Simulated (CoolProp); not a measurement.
Properties of R407C along the isotherm 226.85 °C (Tc = 86.2 °C, pc = 4632 kPa, ω = 0.363).

Model: reference Helmholtz-energy equation of state, Lemmon 2003, in CoolProp. It is a pseudo-pure fit of the blend.

| p (kPa) | phase | Z | cp (kJ/(kg K)) | cv (kJ/(kg K)) | speed of sound (m/s) | expansivity (1/kK) | viscosity (µPa s) |
|---|---|---|---|---|---|---|---|
| 22 | gas | 0.9995 | ? | 1.031 | 229.6 | 2.004 | 20.6 |
| 37.1 | gas | 0.9992 | 1.128 | 1.031 | 229.5 | 2.007 | 20.6 |
| 62.6 | gas | 0.9986 | 1.128 | 1.031 | 229.4 | 2.012 | 20.6 |
| 106 | gas | 0.9976 | 1.129 | 1.031 | 229.2 | 2.020 | 20.6 |
| 178 | gas | 0.9960 | 1.131 | 1.032 | 229.0 | 2.034 | 20.6 |
| 301 | gas | 0.9932 | ? | 1.033 | 228.5 | 2.058 | 20.6 |
| 508 | gas | 0.9886 | 1.138 | 1.034 | 227.7 | 2.098 | 20.6 |
| 857 | gas | 0.9807 | 1.145 | 1.036 | ? | 2.168 | ? |
| 1450 | gas | 0.9674 | 1.159 | 1.040 | 224.2 | 2.290 | 20.8 |
| 2440 | gas | ? | 1.183 | 1.047 | 220.7 | 2.508 | 21.2 |
| 4120 | gas | 0.9090 | ? | 1.058 | 215.4 | 2.912 | 22.3 |
| 6950 | supercritical | 0.8523 | 1.317 | 1.077 | ? | 3.668 | 25.1 |

**Question.** Some entries are withheld; supply them.

**Answer.** 
- 22, cp (kJ/(kg K)): 1.127
- 301, cp (kJ/(kg K)): 1.133
- 857, speed of sound (m/s): 226.4
- 857, viscosity (µPa s): 20.7
- 2440, Z: 0.9454
- 4120, cp (kJ/(kg K)): 1.228
- 6950, speed of sound (m/s): 209.0

Viscosity comes from a separate model (Geller 2000).
